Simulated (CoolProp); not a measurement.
Vapour-liquid equilibrium of R227EA (1) + n-butane (2) at 258.1 K; x and y are mole fractions of (1).

Computed with CoolProp (multi-fluid Helmholtz-energy mixture model, Lemmon 2016 and Bücker 2006; pair parameters Bell 2016).

```
x      bubble pressure, mixture model (kPa)  bubble pressure, Raoult's law (kPa)  y, mixture model  y, Raoult's law
-----  ------------------------------------  -----------------------------------  ----------------  ---------------
0.05                                  83.15                                58.77             0.346            0.091
0.125                                 106.4                                62.58             0.512            0.214
0.2                                   117.7                                66.40             0.574            0.323
0.275                                 123.0                                70.22             0.603            0.419
0.35                                  125.4                                74.03             0.617            0.506
0.425                                 126.6                                77.85             0.626            0.585
0.5                                   127.4                                81.66             0.634            0.656
0.575                                 128.0                                85.48             0.644            0.720
0.65                                  128.3                                89.30             0.660            0.780
0.725                                 128.0                                93.11             0.685            0.834
0.8                                   126.5                                96.93             0.724            0.884
0.875                                 122.6                                100.7             0.787            0.930
0.95                                  115.1                                104.6             0.891            0.973
```

The largest gap from Raoult's law is +77.3 % in bubble pressure, at x = 0.2. y crosses x between x = 0.65 and 0.725: the model has an azeotrope there.

Pair parameters are fitted to limited data, so mixtures are less certain than the pure fluids. With so large a gap from Raoult's law the liquid may split in two, which this calculation doesn't test in full.
